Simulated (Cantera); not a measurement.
A Cantera script and its output.

```python
import numpy as np
import cantera as ct

gas = ct.Solution("gri30.yaml")
gas.TPX = 1425, 120000, {'CO': 1, 'H2': 0.12, 'O2': 0.4, 'N2': 1.92, 'H2O': 0.38}
reactor = ct.IdealGasConstPressureReactor(gas, energy="on", clone=False)
net = ct.ReactorNet([reactor])
net.rtol, net.atol = 1e-08, 1e-16
show = ['CO', 'H2', 'O2', 'H', 'NO']
times = np.geomspace(4e-06, 2, 10)

steps = ct.SolutionArray(gas, extra=["t"])
rows = []
print(f"{'t/s':>10s}{'T/K':>9s}{'P/Pa':>11s}" + "".join(f"{s:>11s}" for s in show))
for t in times:
    while net.time < t:
        t_next = net.step()
        steps.append(gas.state, t=t_next)
    rows.append([np.interp(t, steps.t, y) for y in (steps.T, steps.P, *steps(*show).X.T)])
    print(f"{t:10.3e}{rows[-1][0]:9.1f}{rows[-1][1]:11.4g}" + "".join(f"{x:11.3e}" for x in rows[-1][2:]))
rate = np.gradient(steps.T, steps.t)
print("integrator steps:", len(steps.t))
if steps.T.max() > steps.T[0] + 200:
    print(f"time of steepest temperature rise: {steps.t[rate.argmax()]:.4e} s")
gas.TPX = 1425, 120000, {'CO': 1, 'H2': 0.12, 'O2': 0.4, 'N2': 1.92, 'H2O': 0.38}
gas.equilibrate("HP")
print(f"equilibrium (HP): T = {gas.T:.1f} K  " + "  ".join(f"{s} {gas[s].X[0]:.3e}" for s in show))
```

Output:

```
       t/s      T/K       P/Pa         CO         H2         O2          H         NO
 4.000e-06   1425.0    1.2e+05  2.618e-01  3.141e-02  1.047e-01  2.013e-07  6.265e-16
 1.719e-05   1425.1    1.2e+05  2.617e-01  3.134e-02  1.046e-01  4.269e-05  1.074e-12
 7.388e-05   2040.2    1.2e+05  1.383e-01  2.012e-02  3.147e-02  2.924e-02  2.720e-05
 3.175e-04   2512.9    1.2e+05  1.191e-01  1.362e-02  1.706e-02  7.392e-03  2.353e-04
 1.364e-03   2634.5    1.2e+05  1.099e-01  1.177e-02  1.144e-02  4.425e-03  1.332e-03
 5.863e-03   2628.6    1.2e+05  1.104e-01  1.189e-02  1.053e-02  4.318e-03  4.112e-03
 2.520e-02   2625.8    1.2e+05  1.106e-01  1.195e-02  1.019e-02  4.282e-03  5.218e-03
 1.083e-01   2625.8    1.2e+05  1.106e-01  1.195e-02  1.019e-02  4.282e-03  5.221e-03
 4.654e-01   2625.8    1.2e+05  1.106e-01  1.195e-02  1.019e-02  4.282e-03  5.221e-03
 2.000e+00   2625.8    1.2e+05  1.106e-01  1.195e-02  1.019e-02  4.282e-03  5.221e-03
integrator steps: 1351
time of steepest temperature rise: 4.2829e-05 s
equilibrium (HP): T = 2625.8 K  CO 1.106e-01  H2 1.195e-02  O2 1.019e-02  H 4.282e-03  NO 5.221e-03
```

Model: GRI-Mech 3.0 (53 species, 325 reactions), integrated in Cantera.
